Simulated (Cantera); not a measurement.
Charge: 1 mol Si2Cl6, 1.7 mol N2, 19 mol H2, 42 mol NH3, equilibrated at 875 °C and 0.0100 bar.

Equilibrium computed with Cantera from the NASA thermochemical tables; the gas is ideal and each condensed phase is pure. Candidate condensed phases: NH4Cl, Si, Si3N4; 28 gas species. The feed counts by its element totals alone. The numbers say what is thermodynamically allowed, not how fast it happens.

Base state: H2 0.743, N2 0.201, HCl 0.0564 (mole fractions); condensed: Si3N4(s).

What changes in the equilibrium state with this change: temperature from 875 °C to 1452 °C?


```
species         before     after
-------------  -------  --------
H2               0.743     0.740
N2               0.201     0.211
HCl             0.0564    0.0403
SiCl2          1.79e-6   0.00757
Si               <1e-9  0.000102
SiCl             <1e-9   6.55e-5
SiH2             <1e-9   1.28e-5
SiH              <1e-9   1.25e-5
H              6.19e-7   0.00160
Si3N4(s), mol    0.666         0
Si(l), mol           0      1.16
```
The tables' values for SiCl, SiCl3 are old estimates; treat these amounts as uncertain. Gases not in the tables: Si2H6 and higher silanes.

What changes in the equilibrium state with this change: temperature from 875 °C to 1227 °C?


| species | before | after |
|---|---|---|
| H2 | 0.743 | 0.743 |
| N2 | 0.201 | 0.201 |
| HCl | 0.0564 | 0.0542 |
| SiCl2 | 1.79e-6 | 0.00104 |
| H | 6.19e-7 | 0.000152 |
| SiCl3 | 5.82e-7 | 1.63e-5 |
| Si3N4(s), mol | 0.666 | 0.629 |
The tables' values for SiCl3 are old estimates; treat these amounts as uncertain.
